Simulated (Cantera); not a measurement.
An isothermal, constant-pressure homogeneous reactor starts with CO : O₂ : H₂O : N₂ = 0.0042 : 0.0025 : 0.00039 : 1 (molar parts), at 1023 K and 100.0 Torr. Integrator tolerance rtol = 1e-08.

Model: GRI-Mech 3.0 (53 species, 325 reactions), integrated in Cantera.

**Question.** What does this change do: pressure from 100.0 Torr to 240 Torr?

**Answer.** 
| quantity | before | after |
|---|---|---|
| x(CO) at 3.00 s | 0.000173 (gas-phase equilibrium 7.56e-11) | 9.48e-5 (gas-phase equilibrium 4.88e-11) |
| x(O₂) at 3.00 s | 0.000485 (gas-phase equilibrium 0.000397) | 0.000445 (gas-phase equilibrium 0.000397) |
| x(H₂O) at 3.00 s | 0.000373 (gas-phase equilibrium 0.000388) | 0.000385 (gas-phase equilibrium 0.000388) |
| x(OH) at 3.00 s | 2.68e-6 (gas-phase equilibrium 3.85e-9) | 9.03e-7 (gas-phase equilibrium 3.09e-9) |
| x(NO₂) at 3.00 s | 2.79e-11 (gas-phase equilibrium 1.43e-9) | 1.50e-10 (gas-phase equilibrium 2.22e-9) |

**Question.** What does this change do: temperature 1023 to 898 K?

**Answer.** 
```csv
quantity,before,after
x(CO) at 3.00 s,0.000173 (gas-phase equilibrium 7.56e-11),0.00417 (gas-phase equilibrium <1e-12)
x(O₂) at 3.00 s,0.000485 (gas-phase equilibrium 0.000397),0.00248 (gas-phase equilibrium 0.000398)
x(H₂O) at 3.00 s,0.000373 (gas-phase equilibrium 0.000388),0.000387 (gas-phase equilibrium 0.000388)
x(OH) at 3.00 s,2.68e-6 (gas-phase equilibrium 3.85e-9),1.31e-10 (gas-phase equilibrium 2.70e-10)
x(NO₂) at 3.00 s,2.79e-11 (gas-phase equilibrium 1.43e-9),<1e-12 (gas-phase equilibrium 8.31e-10)
```
